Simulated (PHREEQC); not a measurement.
Solution (25 °C): 0.028 mol CuSO4 per kg of water. Closed to the air; pH follows from the charge balance.

Equilibrium calculation in PHREEQC: ion-association model, wateq4f.dat.

This is a speciation only: nothing precipitates in the calculation.

Task: Order these Cu species by the share of Cu that they hold, largest first: Cu2(OH)2+2, CuSO4, Cu+2.

Result: Cu+2 (61 %), CuSO4 (39 %), Cu2(OH)2+2 (0.12 %)

The pH is 4.72 and the ionic strength 0.0682 mol/kgw. Examples of supersaturated solids here: Antlerite, Brochantite. Others may be too.
